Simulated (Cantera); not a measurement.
Charge: 1 mol CH2F2, 3.1 mol H2, at 2400 K and 98.0 mbar.

Equilibrium computed with Cantera from the NASA thermochemical tables; the gas is ideal and each condensed phase is pure. Candidate condensed phases: C, C6H6, C7H8, C8H18; 95 gas species. Equilibrium is a limit: real reactors are often held back by kinetics, nucleation or transport.

Base state: H2 0.573, HF 0.385, H 0.0385, C2H2 (acetylene) 0.00399, F 4.11e-5, C2H 1.54e-5, C4H2 1.15e-5 (mole fractions); condensed: C(graphite).

**Question.** What changes in the equilibrium state with this change: temperature from 2400 K to 1225 K?

**Answer.** 
```csv
species,before,after
H2,0.573,0.607
HF,0.385,0.392
CH4,5.72e-6,0.000474
H,0.0385,7.76e-7
F,4.11e-5,<1e-9
C2H2 (acetylene),0.00399,9.86e-8
"C(graphite), mol",0.958,0.998
```
